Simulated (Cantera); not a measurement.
Charge: 1 mol c-C4F8, a varied amount of H2, at 648.15 K and 10000 Pa.

Cantera equilibrium calculation (NASA polynomials, part measured and part estimated; ideal gas, pure solids and liquids). Candidate condensed phases: C, C6H6, C7H8, C8H18; 95 gas species. The feed counts by its element totals alone. Condensed phases not in the tables: fluorocarbon polymer. Gases not in the tables: C2F6 and larger saturated fluorocarbons. Equilibrium is a limit: real reactors are often held back by kinetics, nucleation or transport.

x: gas mole fraction; n: condensed amount in mol.

```csv
n(H2) (mol),x HF,x CF4,x H2,x CH4,n C(graphite)
1,0.571,0.429,1.69e-12,<1e-12,2.50
1.2,0.632,0.368,[?],<1e-12,2.60
1.3,0.658,0.342,2.51e-12,<1e-12,2.65
1.5,0.706,0.294,3.11e-12,<1e-12,2.75
1.7,0.747,0.253,3.75e-12,<1e-12,2.85
2,0.800,0.200,4.84e-12,<1e-12,3.00
2.2,0.830,[?],[?],<1e-12,3.10
2.5,0.870,0.130,7.08e-12,<1e-12,3.25
2.9,0.913,0.0866,9.58e-12,<1e-12,3.45
3.3,0.950,0.0504,1.36e-11,<1e-12,3.65
3.7,0.980,0.0199,2.30e-11,<1e-12,3.85
4.3,0.966,<1e-12,0.0310,0.00262,3.98
4.8,0.920,<1e-12,0.0674,0.0123,3.89
```

Q: Complete the blanks.

A: 
- 2.2, x CF4: 0.170
- 2.2, x H2: 5.65e-12
- 1.2, x H2: 2.22e-12
